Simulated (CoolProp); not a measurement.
Properties of sulfur dioxide along the isobar 35 MPa.

Computed with CoolProp (reference Helmholtz-energy equation of state, Gao 2016).

```csv
T (K),phase,density (kg/m³),cv (kJ/(kg K)),isothermal compressibility (1/MPa)
226,liquid,1593,0.8525,0.0005941
240.9,liquid,1559,0.8391,0.0006637
255.7,liquid,1526,0.8280,0.0007430
270.6,liquid,1492,0.8185,0.0008353
285.5,liquid,1458,0.8102,0.0009428
300.4,liquid,1424,0.8028,0.001069
315.3,liquid,1390,0.7958,0.001219
330.2,liquid,1354,0.7893,0.001399
345.1,liquid,1319,0.7829,0.001616
```
